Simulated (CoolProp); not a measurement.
R125 along the isotherm 353.7 K: Z from the reference equation and from simpler models built on Tc = 339.2 K, pc = 36.18 bar, ω = 0.305; each cubic takes its own stable root.

Values from CoolProp's reference Helmholtz-energy equation of state, Lemmon 2005.

```json
[
 {"p (bar)": "6.78", "phase": "gas", "reference": "0.9425", "van der Waals": "0.9476", "Redlich-Kwong": "0.9414", "Soave-Redlich-Kwong": "0.9430", "Peng-Robinson": "0.9362"},
 {"p (bar)": "13.6", "phase": "gas", "reference": "0.8796", "van der Waals": "0.8894", "Redlich-Kwong": "0.8777", "Soave-Redlich-Kwong": "0.8812", "Peng-Robinson": "0.8681"},
 {"p (bar)": "20.4", "phase": "gas", "reference": "0.8103", "van der Waals": "0.8239", "Redlich-Kwong": "0.8076", "Soave-Redlich-Kwong": "?", "Peng-Robinson": "0.7948"},
 {"p (bar)": "27.1", "phase": "gas", "reference": "0.7330", "van der Waals": "0.7479", "Redlich-Kwong": "?", "Soave-Redlich-Kwong": "0.7391", "Peng-Robinson": "0.7151"},
 {"p (bar)": "33.9", "phase": "gas", "reference": "?", "van der Waals": "?", "Redlich-Kwong": "0.6327", "Soave-Redlich-Kwong": "0.6501", "Peng-Robinson": "0.6222"},
 {"p (bar)": "40.7", "phase": "supercritical", "reference": "0.5183", "van der Waals": "0.4863", "Redlich-Kwong": "0.5007", "Soave-Redlich-Kwong": "0.5373", "Peng-Robinson": "0.5081"},
 {"p (bar)": "47.5", "phase": "supercritical", "reference": "0.3541", "van der Waals": "0.3621", "Redlich-Kwong": "0.3540", "Soave-Redlich-Kwong": "0.4035", "Peng-Robinson": "?"},
 {"p (bar)": "54.3", "phase": "supercritical", "reference": "0.2961", "van der Waals": "?", "Redlich-Kwong": "0.3360", "Soave-Redlich-Kwong": "0.3611", "Peng-Robinson": "?"}
]
```

Task: Fill in the missing entries.

Result: 
- 20.4, Soave-Redlich-Kwong: 0.8137
- 27.1, Redlich-Kwong: 0.7289
- 33.9, reference: 0.6396
- 33.9, van der Waals: 0.6494
- 47.5, Peng-Robinson: 0.3782
- 54.3, van der Waals: 0.3716
- 54.3, Peng-Robinson: 0.3333
